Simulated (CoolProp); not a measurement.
Saturated liquid density (kg/m³) of cyclopentane: the reference equation beside estimates from Tc = 511.7 K, pc = 4.583 MPa, ω = 0.202.

Model: reference Helmholtz-energy equation of state, Gedanitz 2015, in CoolProp.

```json
[
 {"T (K)": "255.1", "reference": "781.5", "van der Waals": "495.7", "Redlich-Kwong": "736.0", "Soave-Redlich-Kwong": "…", "Peng-Robinson": "839.5"},
 {"T (K)": "267.2", "reference": "770.2", "van der Waals": "489.0", "Redlich-Kwong": "725.1", "Soave-Redlich-Kwong": "736.4", "Peng-Robinson": "829.2"},
 {"T (K)": "279.4", "reference": "758.7", "van der Waals": "482.1", "Redlich-Kwong": "…", "Soave-Redlich-Kwong": "726.0", "Peng-Robinson": "818.1"},
 {"T (K)": "291.5", "reference": "746.9", "van der Waals": "475.1", "Redlich-Kwong": "701.6", "Soave-Redlich-Kwong": "715.2", "Peng-Robinson": "806.6"},
 {"T (K)": "303.7", "reference": "734.9", "van der Waals": "467.7", "Redlich-Kwong": "689.0", "Soave-Redlich-Kwong": "703.8", "Peng-Robinson": "794.3"},
 {"T (K)": "315.8", "reference": "722.6", "van der Waals": "460.1", "Redlich-Kwong": "675.9", "Soave-Redlich-Kwong": "691.8", "Peng-Robinson": "781.4"},
 {"T (K)": "327.9", "reference": "710.1", "van der Waals": "452.3", "Redlich-Kwong": "662.3", "Soave-Redlich-Kwong": "679.2", "Peng-Robinson": "767.7"},
 {"T (K)": "340.1", "reference": "697.0", "van der Waals": "444.0", "Redlich-Kwong": "647.9", "Soave-Redlich-Kwong": "665.7", "Peng-Robinson": "753.0"},
 {"T (K)": "352.2", "reference": "…", "van der Waals": "435.5", "Redlich-Kwong": "632.8", "Soave-Redlich-Kwong": "651.5", "Peng-Robinson": "…"},
 {"T (K)": "364.4", "reference": "669.8", "van der Waals": "426.6", "Redlich-Kwong": "616.9", "Soave-Redlich-Kwong": "636.4", "Peng-Robinson": "720.9"},
 {"T (K)": "376.5", "reference": "655.4", "van der Waals": "417.3", "Redlich-Kwong": "600.3", "Soave-Redlich-Kwong": "…", "Peng-Robinson": "703.2"},
 {"T (K)": "388.6", "reference": "640.5", "van der Waals": "407.5", "Redlich-Kwong": "582.8", "Soave-Redlich-Kwong": "…", "Peng-Robinson": "684.2"}
]
```

Task: Some entries are withheld; supply them.

Result: 
- 255.1, Soave-Redlich-Kwong: 746.1
- 279.4, Redlich-Kwong: 713.5
- 352.2, reference: 683.7
- 352.2, Peng-Robinson: 737.6
- 376.5, Soave-Redlich-Kwong: 620.4
- 388.6, Soave-Redlich-Kwong: 603.3

Absolute difference from the reference over all 12 rows, mean and median: van der Waals 36.4 and 36.3 %, Redlich-Kwong 6.9 and 6.6 %, Soave-Redlich-Kwong 4.6 and 4.4 %, Peng-Robinson 7.7 and 7.9 %.
